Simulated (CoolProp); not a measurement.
Propane at several states: Z from the reference equation and from simpler models built on Tc = 369.9 K, pc = 4.251 MPa, ω = 0.152; each cubic takes its own stable root.

Model: reference Helmholtz-energy equation of state, Lemmon 2009, in CoolProp.

```
T (K)  p (MPa)          phase  reference
-----  -------  -------------  ---------
494.6     12.4  supercritical     0.7006
492       2.96            gas     0.9077
119.2    0.178         liquid    0.01134
594.3     17.6  supercritical     0.8776
```

Task: How far does each simpler model (van der Waals, Redlich-Kwong, Soave-Redlich-Kwong, Peng-Robinson) lie from the reference over these 4 states: mean and median of the absolute difference, and the worst?

Result: 
- van der Waals: mean 18.5 %, median 6.0 %, worst +60.3 % at 119.2 K and 0.178 MPa
- Redlich-Kwong: mean 3.2 %, median 2.1 %, worst +7.6 % at 119.2 K and 0.178 MPa
- Soave-Redlich-Kwong: mean 5.3 %, median 6.4 %, worst +7.8 % at 119.2 K and 0.178 MPa
- Peng-Robinson: mean 1.5 %, median 1.1 %, worst -3.7 % at 119.2 K and 0.178 MPa
